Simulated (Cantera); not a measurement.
A Cantera script and its output.

```python
import numpy as np
import cantera as ct

gas = ct.Solution("gri30.yaml")
gas.TPX = 1023, 500000, {'CH4': 0.0046, 'O2': 0.02, 'N2': 1}
reactor = ct.IdealGasConstPressureReactor(gas, energy="off", clone=False)
net = ct.ReactorNet([reactor])
net.rtol, net.atol = 1e-08, 1e-18
show = ['CH4', 'O2', 'CH2', 'N2O', 'C2H2', 'OH']
times = np.geomspace(0.0007, 2, 9)

steps = ct.SolutionArray(gas, extra=["t"])
rows = []
print(f"{'t/s':>10s}{'T/K':>9s}{'P/Pa':>11s}" + "".join(f"{s:>11s}" for s in show))
for t in times:
    while net.time < t:
        t_next = net.step()
        steps.append(gas.state, t=t_next)
    rows.append([np.interp(t, steps.t, y) for y in (steps.T, steps.P, *steps(*show).X.T)])
    print(f"{t:10.3e}{rows[-1][0]:9.1f}{rows[-1][1]:11.4g}" + "".join(f"{x:11.3e}" for x in rows[-1][2:]))
rate = np.gradient(steps.T, steps.t)
print("integrator steps:", len(steps.t))
if steps.T.max() > steps.T[0] + 200:
    print(f"time of steepest temperature rise: {steps.t[rate.argmax()]:.4e} s")
gas.TPX = 1023, 500000, {'CH4': 0.0046, 'O2': 0.02, 'N2': 1}
gas.equilibrate("TP")
print(f"equilibrium (TP): T = {gas.T:.1f} K  " + "  ".join(f"{s} {gas[s].X[0]:.3e}" for s in show))
```

Output:

```
       t/s      T/K       P/Pa        CH4         O2        CH2        N2O       C2H2         OH
 7.000e-04   1023.0      5e+05  4.490e-03  1.952e-02  8.655e-21  2.470e-16  5.408e-25  1.133e-13
 1.893e-03   1023.0      5e+05  4.490e-03  1.952e-02  7.174e-20  1.723e-15  3.199e-23  3.393e-13
 5.118e-03   1023.0      5e+05  4.490e-03  1.952e-02  6.951e-19  1.239e-14  2.280e-21  1.097e-12
 1.384e-02   1023.0      5e+05  4.490e-03  1.952e-02  9.061e-18  9.108e-14  2.722e-19  4.022e-12
 3.742e-02   1023.0      5e+05  4.489e-03  1.952e-02  1.342e-16  6.862e-13  6.983e-17  1.598e-11
 1.012e-01   1023.0      5e+05  4.489e-03  1.952e-02  4.702e-16  4.237e-12  7.707e-15  3.233e-11
 2.736e-01   1023.0      5e+05  4.485e-03  1.952e-02  1.361e-15  2.234e-11  2.872e-13  6.583e-11
 7.397e-01   1023.0      5e+05  4.446e-03  1.949e-02  2.600e-14  2.027e-10  5.073e-11  5.056e-10
 2.000e+00   1023.0      5e+05  3.009e-06  1.131e-02  4.126e-14  1.264e-07  1.982e-11  3.570e-08
integrator steps: 1543
equilibrium (TP): T = 1023.0 K  CH4 4.366e-44  O2 1.054e-02  CH2 1.255e-49  N2O 2.007e-09  C2H2 9.572e-62  OH 1.697e-08
```

Detailed kinetics in Cantera: GRI-Mech 3.0 (53 species, 325 reactions).
